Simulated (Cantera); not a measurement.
A closed system holds: 1 mol Si3N4, 1.4 mol H2O, held at 1.33 mbar.

These are equilibrium values from Cantera (NASA tables, ideal gas, pure condensed phases), not measurements of a reactor. Candidate condensed phases: H2O, Si, SiO2, Si2N2O, Si3N4; 35 gas species. Mutual solubility and eutectic melting of coexisting phases are not modelled. Rates play no part.

### Question
At 1375 °C, list the 6 most abundant gas species with their mole fractions, and the condensed phases.

### Answer
H2 0.660, N2 0.311, SiO 0.0274, H 0.00198, Si 0.000193, SiH 1.05e-5. Condensed: Si(s) + Si2N2O(s).
